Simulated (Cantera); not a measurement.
Input (Python, Cantera) and output of one run.

```python
import numpy as np
import cantera as ct

gas_names = [...]  # 95 gases of nasa_gas.yaml made of C, F, H
cond_names = """
    C(gr) C6H6(L) C7H8(L) C8H18(L),n-octa
""".split()


# ... load() reads the species with a 1 bar reference pressure and builds the phases ...
atoms = {
    'c-C4F8': {'C': 4, 'F': 8},
    'CH4': {'C': 1, 'H': 4},
    'H2': {'H': 2},
}
top_T = {'C(gr)': 4500}  # K; cautious upper limits of use, not melting points


# ... equilibrate(T, P, feed) seeds the gas with the atoms and calls Mixture.equilibrate('TP', solver="vcs", rtol=1e-11, max_steps=5000) ...
results = []
feed = {'c-C4F8': 1, 'CH4': 0.0096, 'H2': 0.71}  # mol
P = 13332.2  # Pa
for T in [2098, 2148, 2198, 2248, 2298, 2348, 2398, 2448, 2498, 2548, 2598]:
    mix = equilibrate(T, P, feed)
    results.append((T, P, feed, dict(zip(mix.species_names, mix.species_moles))))

top = {s: max(r[3][s] / sum(r[3][g] for g in gas_names) for r in results) for s in gas_names}
cols = sorted((s for s in top if top[s] > 0.001), key=lambda s: -top[s])[:8]
seen = [c for c in cond_names if any(r[3].get(c, 0) > 1e-12 for r in results)]
print("log10 of partial pressures in bar; condensed amounts in mol")
print(f"{'T/K':>10s}" + "".join(f"{s[:9]:>10s}" for s in cols + seen))
for T, P, feed, n in results:
    ng = sum(n[g] for g in gas_names)
    print(f"{T:10.4g}" + "".join(f"{np.log10(max(n[s] / ng * P / 1e5, 1e-99)):10.3f}" for s in cols)
          + "".join(f"{n.get(c, 0):10.4g}" for c in seen))
```

It prints:

```
log10 of partial pressures in bar; condensed amounts in mol
       T/K       CF4        HF       CF2         F       CF3        CF     C(gr)
      2098    -1.192    -1.216    -2.213    -2.858    -3.157    -4.992     2.305
      2148    -1.210    -1.222    -2.063    -2.679    -3.040    -4.718     2.276
      2198    -1.234    -1.231    -1.924    -2.510    -2.935    -4.459     2.238
      2248    -1.267    -1.242    -1.796    -2.350    -2.841    -4.213     2.189
      2298    -1.311    -1.256    -1.680    -2.201    -2.761    -3.982     2.127
      2348    -1.369    -1.274    -1.577    -2.062    -2.697    -3.765     2.053
      2398    -1.444    -1.295    -1.488    -1.933    -2.650    -3.562     1.968
      2448    -1.540    -1.319    -1.415    -1.816    -2.622    -3.373     1.877
      2498    -1.660    -1.346    -1.359    -1.710    -2.617    -3.199     1.789
      2548    -1.805    -1.372    -1.321    -1.617    -2.635    -3.040     1.716
      2598    -1.977    -1.398    -1.300    -1.534    -2.676    -2.895     1.671
```

Method: chemical equilibrium by Gibbs-energy minimisation in Cantera with the NASA 1993 tables (ideal gas, pure condensed phases). The feed counts by its element totals alone. The tables' values for C2F4 are old estimates; treat these amounts as uncertain. Gases not in the tables: C2F6 and larger saturated fluorocarbons.
